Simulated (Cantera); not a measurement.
Equilibrium for hydrogen reduction and annealing atmospheres: NiS + H₂ + N₂

A closed system holds: 1 mol NiS, 270 mol H₂, 1.3 mol N₂, at 2125 K.

Cantera equilibrium calculation (NASA polynomials, part measured and part estimated; ideal gas, pure solids and liquids). Candidate condensed phases: Ni, NiS, NiS₂, Ni₃S₂, Ni₃S₄, S; 17 gas species. Kinetics and transport are ignored.

| P (Pa) | x H₂ | x H | x N₂ | x Ni | n Ni(l) |
|---|---|---|---|---|---|
| 10 | 0.688 | 0.301 | 0.00404 | 0.00311 | 0 |
| 52 | 0.843 | 0.146 | 0.00441 | 0.00339 | 0 |
| 270 | 0.921 | 0.0671 | 0.00460 | 0.00352 | 0 |
| 1400 | 0.958 | 0.0300 | 0.00469 | 0.00356 | 0 |
| 7200 | 0.975 | 0.0134 | 0.00474 | 0.00354 | 0 |
| 37000 | 0.984 | 0.00592 | 0.00476 | 0.00206 | 0.412 |
| 190000 | 0.989 | 0.00262 | 0.00478 | 0.000402 | 0.885 |
| 1000000 | 0.990 | 0.00114 | 0.00478 | 7.64e-5 | 0.978 |
x: gas mole fraction; n: condensed amount in mol.

From 10.0 Pa to 7200 Pa nothing is condensed. From 37000 Pa to 1000000 Pa the condensed part is Ni(l). The main Ni-bearing gas is Ni throughout.
